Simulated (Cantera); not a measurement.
Input (Python, Cantera):

```python
import numpy as np
import cantera as ct

gas = ct.Solution("gri30.yaml")
gas.TPX = 1598, 240000, {'CH4': 1, 'O2': 2.94, 'N2': 11.1, 'C2H6': 0.1}
reactor = ct.IdealGasReactor(gas, energy="on", clone=False)
net = ct.ReactorNet([reactor])
net.rtol, net.atol = 1e-08, 1e-16
show = ['CH4', 'O2', 'O', 'N2O', 'H2O2', 'CO', 'CH2']
times = np.geomspace(1e-06, 0.4, 15)

steps = ct.SolutionArray(gas, extra=["t"])
rows = []
print(f"{'t/s':>10s}{'T/K':>9s}{'P/Pa':>11s}" + "".join(f"{s:>11s}" for s in show))
for t in times:
    while net.time < t:
        t_next = net.step()
        steps.append(gas.state, t=t_next)
    rows.append([np.interp(t, steps.t, y) for y in (steps.T, steps.P, *steps(*show).X.T)])
    print(f"{t:10.3e}{rows[-1][0]:9.1f}{rows[-1][1]:11.4g}" + "".join(f"{x:11.3e}" for x in rows[-1][2:]))
rate = np.gradient(steps.T, steps.t)
print("integrator steps:", len(steps.t))
if steps.T.max() > steps.T[0] + 200:
    print(f"time of steepest temperature rise: {steps.t[rate.argmax()]:.4e} s")
gas.TPX = 1598, 240000, {'CH4': 1, 'O2': 2.94, 'N2': 11.1, 'C2H6': 0.1}
gas.equilibrate("UV")
print(f"equilibrium (UV): T = {gas.T:.1f} K  " + "  ".join(f"{s} {gas[s].X[0]:.3e}" for s in show))
```

Output:

```
       t/s      T/K       P/Pa        CH4         O2          O        N2O       H2O2         CO        CH2
 1.000e-06   1597.7    2.4e+05  6.605e-02  1.942e-01  1.112e-07  1.586e-12  3.916e-09  3.136e-09  1.495e-10
 2.513e-06   1597.2  2.399e+05  6.604e-02  1.942e-01  3.177e-07  1.062e-11  3.059e-08  5.997e-08  1.106e-09
 6.314e-06   1596.2  2.398e+05  6.597e-02  1.941e-01  9.973e-07  1.020e-10  2.483e-07  1.319e-06  8.827e-09
 1.587e-05   1596.3  2.399e+05  6.534e-02  1.935e-01  3.545e-06  1.004e-09  1.525e-06  4.076e-05  7.460e-08
 3.986e-05   1633.2  2.463e+05  5.891e-02  1.876e-01  1.564e-05  9.962e-09  1.084e-05  1.755e-03  6.780e-07
 1.002e-04   2942.8  4.593e+05  2.747e-15  4.609e-02  9.436e-03  1.780e-06  8.806e-07  2.840e-02  3.902e-14
 2.517e-04   2933.1  4.574e+05  2.863e-15  4.258e-02  8.705e-03  1.859e-06  8.394e-07  2.833e-02  3.724e-14
 6.325e-04   2924.7  4.559e+05  2.949e-15  3.998e-02  8.184e-03  1.990e-06  8.046e-07  2.833e-02  3.574e-14
 1.589e-03   2923.5  4.556e+05  2.962e-15  3.960e-02  8.110e-03  2.014e-06  7.996e-07  2.834e-02  3.552e-14
 3.993e-03   2923.5  4.556e+05  2.962e-15  3.960e-02  8.110e-03  2.014e-06  7.996e-07  2.834e-02  3.552e-14
 1.003e-02   2923.5  4.556e+05  2.962e-15  3.960e-02  8.110e-03  2.014e-06  7.996e-07  2.834e-02  3.552e-14
 2.521e-02   2923.5  4.556e+05  2.962e-15  3.960e-02  8.110e-03  2.014e-06  7.996e-07  2.834e-02  3.552e-14
 6.335e-02   2923.5  4.556e+05  2.962e-15  3.960e-02  8.110e-03  2.014e-06  7.996e-07  2.834e-02  3.552e-14
 1.592e-01   2923.5  4.556e+05  2.962e-15  3.960e-02  8.110e-03  2.014e-06  7.996e-07  2.834e-02  3.552e-14
 4.000e-01   2923.5  4.556e+05  2.962e-15  3.960e-02  8.110e-03  2.014e-06  7.996e-07  2.834e-02  3.552e-14
integrator steps: 1775
time of steepest temperature rise: 6.0563e-05 s
equilibrium (UV): T = 2923.5 K  CH4 3.985e-15  O2 3.960e-02  O 8.110e-03  N2O 2.014e-06  H2O2 7.996e-07  CO 2.834e-02  CH2 3.969e-14
```

Cantera simulation using GRI-Mech 3.0 (53 species, 325 reactions); the numbers are that mechanism's predictions, not measurements.
